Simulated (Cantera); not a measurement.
Input (Python, Cantera) and output of one run.

```python
import numpy as np
import cantera as ct

gas_names = [...]  # 45 gases of nasa_gas.yaml made of Al, Cl, H, N, O
cond_names = """
    AL(cr) AL(L) ALCL3(s) ALCL3(L) ALN(s) AL2O3(a) AL2O3(L) H2O(s) H2O(L) NH4CL(a) NH4CL(b)
""".split()


# ... load() reads the species with a 1 bar reference pressure and builds the phases ...
atoms = {
    'AlCl3': {'AL': 1, 'CL': 3},
    'N2O': {'N': 2, 'O': 1},
    'H2': {'H': 2},
}
top_T = {'ALN(s)': 2750}  # K; cautious upper limits of use, not melting points


# ... equilibrate(T, P, feed) seeds the gas with the atoms and calls Mixture.equilibrate('TP', solver="vcs", rtol=1e-11, max_steps=5000) ...
results = []
T = 1000  # K
P = 390  # Pa
for m in [5.2, 8.1, 13, 20, 31, 49, 76, 120, 190, 290, 460]:
    feed = {'AlCl3': 1, 'N2O': 1.1, 'H2': m}  # mol
    mix = equilibrate(T, P, feed)
    results.append((T, P, feed, dict(zip(mix.species_names, mix.species_moles))))

top = {s: max(r[3][s] / sum(r[3][g] for g in gas_names) for r in results) for s in gas_names}
cols = sorted((s for s in top if top[s] > 1e-05), key=lambda s: -top[s])[:7]
seen = [c for c in cond_names if any(r[3].get(c, 0) > 1e-12 for r in results)]
print("log10 of partial pressures in bar; condensed amounts in mol")
print(f"{'n(H2)':>10s}" + "".join(f"{s[:9]:>10s}" for s in cols + seen))
for T, P, feed, n in results:
    ng = sum(n[g] for g in gas_names)
    print(f"{feed['H2']:10.4g}" + "".join(f"{np.log10(max(n[s] / ng * P / 1e5, 1e-99)):10.3f}" for s in cols)
          + "".join(f"{n.get(c, 0):10.4g}" for c in seen))
```

Output:

```
log10 of partial pressures in bar; condensed amounts in mol
     n(H2)        H2       HCL        N2     ALCL3    ALN(s)  AL2O3(a)
       5.2    -2.681    -2.951    -3.252    -3.868         0    0.3667
       8.1    -2.588    -3.090    -3.391    -4.007         0    0.3667
        13    -2.523    -3.256    -3.557    -4.172         0    0.3667
        20    -2.484    -3.418    -3.719    -4.335         0    0.3667
        31    -2.458    -3.591    -3.892    -4.508         0    0.3667
        49    -2.440    -3.778    -4.079    -4.695         0    0.3667
        76    -2.430    -3.929    -4.274    -4.982   0.05693    0.3667
       120    -2.422    -4.084    -4.482    -5.356    0.1283    0.3667
       190    -2.418    -4.254    -4.690    -5.769    0.1826    0.3667
       290    -2.415    -4.420    -4.879    -6.176    0.2166    0.3667
       460    -2.413    -4.609    -5.083    -6.643    0.2397    0.3667
```

These are equilibrium values from Cantera (NASA tables, ideal gas, pure condensed phases), not measurements of a reactor.
